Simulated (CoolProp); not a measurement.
Properties of 1,2-dichloroethane along the isobar 1.45 MPa (Tc = 288.4 °C, pc = 5.226 MPa, ω = 0.269).

The numbers come from the reference Helmholtz-energy equation of state, Thol 2015 in CoolProp.

```csv
T (°C),phase,Z,isothermal compressibility (1/MPa)
138.05,liquid,0.03938,0.002402
144.85,liquid,0.03920,0.002615
151.75,liquid,0.03906,0.002860
158.55,liquid,0.03894,0.003136
165.35,liquid,0.03886,0.003452
172.25,liquid,0.03881,0.003825
179.05,liquid,0.03879,0.004254
185.85,liquid,0.03881,0.004761
192.75,liquid,0.03888,0.005380
206.35,gas,0.8082,0.8935
213.15,gas,0.8192,0.8754
220.05,gas,0.8293,0.8597
226.85,gas,0.8385,0.8463
```
